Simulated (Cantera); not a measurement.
A perfectly stirred reactor is fed with CH₄ : O₂ : N₂ : H₂O = 1 : 1.82 : 6.84 : 0.23 (molar parts), at 173 Torr; it is adiabatic with a 775 K inlet, and is followed from long to short residence time, starting on the burning branch (τ in s: 0.048, 0.015, 0.0048, 0.0015, 0.00048, 0.00015, 4.8e-05, 1.5e-05, 4.9e-06).

Cantera simulation using GRI-Mech 3.0 (53 species, 325 reactions); the numbers are that mechanism's predictions, not measurements.

Task: What does this change do: inlet temperature 775 to 450 K?

Result: 
| quantity | before | after |
|---|---|---|
| blow-out, bracketed by the residence times tried | burning at 0.150 ms, out at 48.0 µs | burning at 0.480 ms, out at 0.150 ms |
| x(CH₄) at τ = 48.0 ms | 7.65e-6 | 1.22e-5 |
| x(O₂) at τ = 48.0 ms | 0.00784 | 0.00600 |
| x(H₂O) at τ = 48.0 ms | 0.190 | 0.195 |
| x(H) at τ = 48.0 ms | 0.00586 | 0.00496 |
| x(O) at τ = 48.0 ms | 0.00190 | 0.00128 |
| x(CH₄) at τ = 0.480 ms | 0.000452 | 0.000755 |
| x(O₂) at τ = 0.480 ms | 0.0201 | 0.0205 |
| x(H₂O) at τ = 0.480 ms | 0.170 | 0.174 |
| x(H) at τ = 0.480 ms | 0.0168 | 0.0152 |
| x(O) at τ = 0.480 ms | 0.00538 | 0.00397 |
